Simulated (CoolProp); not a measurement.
n-decane along the isotherm 620 K: fugacity coefficient from the reference equation and from simpler models built on Tc = 617.7 K, pc = 2.101 MPa, ω = 0.488; each cubic takes its own stable root.

Computed with CoolProp (reference Helmholtz-energy equation of state, Lemmon 2006). It is a short technical equation, of lower accuracy than the large ones.

| p (MPa) | phase | reference | van der Waals | Soave-Redlich-Kwong |
|---|---|---|---|---|
| 0.808 | gas | 0.8675 | 0.8876 | 0.8736 |
| 1.62 | gas | 0.7362 | 0.7734 | 0.7495 |
| 2.42 | supercritical | 0.5864 | 0.6355 | 0.6092 |
| 3.23 | supercritical | 0.4668 | 0.5233 | 0.4944 |
| 4.04 | supercritical | 0.3946 | 0.4560 | 0.4245 |
| 4.85 | supercritical | 0.3468 | 0.4122 | 0.3780 |
| 5.66 | supercritical | 0.3130 | 0.3822 | 0.3453 |
| 6.47 | supercritical | 0.2881 | 0.3609 | 0.3212 |
| 7.27 | supercritical | 0.2693 | 0.3459 | 0.3032 |
| 8.08 | supercritical | 0.2544 | 0.3349 | 0.2892 |
| 8.89 | supercritical | 0.2427 | 0.3271 | 0.2783 |
| 9.7 | supercritical | 0.2333 | 0.3218 | 0.2697 |
| 10.5 | supercritical | 0.2257 | 0.3186 | 0.2631 |
